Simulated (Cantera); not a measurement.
# Stirred combustor or abatement burner

A perfectly stirred reactor is fed with 2.38 % CH₄, 0.192 % C₂H₆, 0.121 % C₃H₈, 20.5 % O₂, 76.8 % N₂, at 1.38 atm; it is adiabatic with a 800 K inlet, and is followed from long to short residence time, starting on the burning branch (τ in s: 0.42, 0.13, 0.04, 0.012, 0.0038, 0.0012, 0.00037, 0.00011, 3.5e-05).

Model: GRI-Mech 3.0 (53 species, 325 reactions), integrated in Cantera.

```
τ (s)    T (K)     x CH₄   x C₂H₆   x C₃H₈   x H₂O  x CH₂CO
-------  -----  --------  -------  -------  ------  -------
0.42      1492   6.55e-6  1.40e-7  9.36e-8  0.0580  4.37e-7
0.13      1491   1.41e-5  3.04e-7  2.06e-7  0.0580  9.21e-7
0.040     1487   3.05e-5  6.57e-7  4.44e-7  0.0578  1.88e-6
0.012     1479   6.79e-5  1.44e-6  9.62e-7  0.0576  3.71e-6
0.0038    1462  0.000153  3.20e-6  2.08e-6  0.0571  6.93e-6
0.0012    1422  0.000427  8.80e-6  5.50e-6  0.0560  1.45e-5
0.00037    800    0.0238  0.00192  0.00121  <1e-12   <1e-12
0.00011    800    0.0238  0.00192  0.00121  <1e-12   <1e-12
3.5e-5     800    0.0238  0.00192  0.00121  <1e-12   <1e-12
```
x: mole fraction; the columns are a selection and need not sum to one.
